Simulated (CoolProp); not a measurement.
A simple Rankine cycle with cyclohexane: condensing at 316.15 K, boiler at 0.134 MPa, turbine inlet 365.5 K, turbine efficiency 0.75, pump efficiency 0.6, no recuperator. Each further row changes one setting.

Values from CoolProp's reference Helmholtz-energy equation of state, Zhou 2014.

| case | thermal efficiency (%) | net work (kJ/kg) | heat in (kJ/kg) | turbine exit temperature (K) | volume ratio over the turbine |
|---|---|---|---|---|---|
| as stated | 8.7 | 39.2 | 450 | 337.2 | 4.61 |
| turbine inlet 385.5 K | 8.6 | 41.7 | 484 | 357.8 | 4.61 |
| condensing temperature 308.15 K | 10.1 | 46.8 | 466 | 331.7 | 6.28 |
| boiler pressure 0.0938 MPa | 6.8 | 30.9 | 452 | 344.0 | 3.25 |
| turbine efficiency 0.65 | 7.5 | 33.9 | 450 | 340.8 | 4.66 |
